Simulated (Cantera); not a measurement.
An isothermal, constant-pressure homogeneous reactor starts with 0.529 % CH4, 1.47 % O2, 98.0 % N2, at 1248 K and 2.50 bar.

Detailed kinetics in Cantera: GRI-Mech 3.0 (53 species, 325 reactions).

One state of this run: x CH4 = <1e-12; x O2 = 0.00412; x C2H = <1e-12; x OH = 1.45e-6; x C2H4 = <1e-12. x: mole fraction; the columns are a selection and need not sum to one.

Problem. Which value of t (s) does it belong to?
A. 0.0470
B. 0.00132
C. 0.00434
D. 0.510

Solution. D, 0.510
